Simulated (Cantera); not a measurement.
What does this Cantera script print?

```python
import numpy as np
import cantera as ct

gas_names = """
    CL CL2 H HCL H2 Si SiCL SiCL2 SiCL3 SiCL4 SiH SiHCL3 SiH2 SiH2CL2 SiH3 SiH3CL SiH4 Si2 Si3
""".split()
cond_names = """
    Si(cr) Si(L)
""".split()


# ... load() reads the species with a 1 bar reference pressure and builds the phases ...
atoms = {
    'Si2Cl6': {'Si': 2, 'CL': 6},
    'HCl': {'H': 1, 'CL': 1},
    'H2': {'H': 2},
}
top_T = {}  # K; cautious upper limits of use, not melting points


# ... equilibrate(T, P, feed) seeds the gas with the atoms and calls Mixture.equilibrate('TP', solver="vcs", rtol=1e-11, max_steps=5000) ...
results = []
feed = {'Si2Cl6': 1, 'HCl': 3.8, 'H2': 27}  # mol
P = 1900  # Pa
for T in [850, 925, 1000, 1075, 1150, 1225, 1300, 1375, 1450, 1525, 1600, 1675, 1750]:
    mix = equilibrate(T, P, feed)
    results.append((T, P, feed, dict(zip(mix.species_names, mix.species_moles))))

top = {s: max(r[3][s] / sum(r[3][g] for g in gas_names) for r in results) for s in gas_names}
cols = sorted((s for s in top if top[s] > 1e-05), key=lambda s: -top[s])[:9]
seen = [c for c in cond_names if any(r[3].get(c, 0) > 1e-12 for r in results)]
print("log10 of partial pressures in bar; condensed amounts in mol")
print(f"{'T/K':>10s}" + "".join(f"{s[:9]:>10s}" for s in cols + seen))
for T, P, feed, n in results:
    ng = sum(n[g] for g in gas_names)
    print(f"{T:10.4g}" + "".join(f"{np.log10(max(n[s] / ng * P / 1e5, 1e-99)):10.3f}" for s in cols)
          + "".join(f"{n.get(c, 0):10.4g}" for c in seen))
```

Output:

```
log10 of partial pressures in bar; condensed amounts in mol
       T/K        H2       HCL     SiCL4     SiCL2     SiCL3    SiHCL3         H        CL   SiH2CL2
       850    -1.777    -2.957    -2.934    -8.001    -6.393    -4.534   -11.577   -12.755    -7.191
       925    -1.778    -2.943    -2.946    -6.544    -5.545    -4.221   -10.473   -11.655    -6.504
      1000    -1.780    -2.919    -2.970    -5.350    -4.852    -3.983    -9.534   -10.705    -5.962
      1075    -1.784    -2.870    -3.019    -4.415    -4.317    -3.838    -8.725    -9.856    -5.589
      1150    -1.792    -2.778    -3.124    -3.770    -3.967    -3.830    -8.023    -9.065    -5.437
      1225    -1.805    -2.667    -3.321    -3.381    -3.800    -3.965    -7.409    -8.336    -5.483
      1300    -1.818    -2.579    -3.637    -3.162    -3.786    -4.218    -6.865    -7.700    -5.649
      1375    -1.827    -2.529    -4.062    -3.051    -3.887    -4.555    -6.378    -7.162    -5.877
      1450    -1.831    -2.506    -4.537    -3.001    -4.050    -4.927    -5.940    -6.704    -6.126
      1525    -1.833    -2.497    -5.010    -2.978    -4.231    -5.293    -5.543    -6.302    -6.369
      1600    -1.834    -2.493    -5.457    -2.967    -4.407    -5.638    -5.182    -5.942    -6.597
      1675    -1.835    -2.491    -5.869    -2.961    -4.574    -5.957    -4.853    -5.616    -6.808
      1750    -1.835    -2.490    -6.250    -2.958    -4.729    -6.251    -4.551    -5.318    -7.002
```

Method: chemical equilibrium by Gibbs-energy minimisation in Cantera with the NASA 1993 tables (ideal gas, pure condensed phases). The feed counts by its element totals alone. The tables' values for SiCl3, SiCl are old estimates; treat these amounts as uncertain.
